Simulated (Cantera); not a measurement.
An adiabatic, constant-pressure homogeneous reactor starts with CO : H2 : CH4 : O2 : N2 = 1 : 0.044 : 0.25 : 0.601 : 3.3 (molar parts), equivalence ratio 1.7, at 1750 K and 750 Torr.

Cantera simulation using GRI-Mech 3.0 (53 species, 325 reactions); the numbers are that mechanism's predictions, not measurements.

x: mole fraction; the columns are a selection and need not sum to one.

| t (s) | T (K) | x CO | x H2 | x CH4 | x HCN | x H | x NO | x CH2O |
|---|---|---|---|---|---|---|---|---|
| 1.00e-5 | 1750 | 0.192 | 0.00848 | 0.0481 | <1e-12 | 1.23e-6 | 2.00e-12 | 2.27e-6 |
| 2.89e-5 | 1750 | 0.192 | 0.00849 | 0.0479 | <1e-12 | 3.26e-6 | 1.11e-11 | 2.64e-5 |
| 8.33e-5 | 1756 | 0.192 | 0.00899 | 0.0452 | 1.55e-10 | 3.77e-5 | 2.26e-10 | 0.000469 |
| 0.000240 | ? | 0.163 | ? | <1e-12 | 1.64e-10 | ? | ? | 8.65e-10 |
| 0.000693 | 2713 | 0.158 | 0.0206 | <1e-12 | 2.43e-9 | 0.0124 | 0.00119 | 1.14e-9 |
| 0.00200 | 2756 | 0.157 | 0.0204 | <1e-12 | 7.90e-9 | 0.0100 | 0.00316 | 1.28e-9 |
| 0.00577 | 2752 | 0.157 | 0.0205 | <1e-12 | 1.01e-8 | 0.00993 | 0.00435 | 1.30e-9 |
| 0.0167 | 2751 | 0.157 | 0.0205 | <1e-12 | 1.02e-8 | 0.00993 | 0.00442 | 1.30e-9 |
| 0.0480 | 2751 | 0.157 | 0.0205 | <1e-12 | 1.02e-8 | 0.00993 | 0.00442 | 1.30e-9 |
| 0.139 | 2751 | 0.157 | 0.0205 | <1e-12 | 1.02e-8 | 0.00993 | 0.00442 | 1.30e-9 |
| 0.400 | 2751 | 0.157 | 0.0205 | <1e-12 | 1.02e-8 | 0.00993 | 0.00442 | 1.30e-9 |

Fill in the missing entries.


- 0.000240, T (K): 2465
- 0.000240, x H2: 0.0225
- 0.000240, x H: 0.0258
- 0.000240, x NO: 0.000169
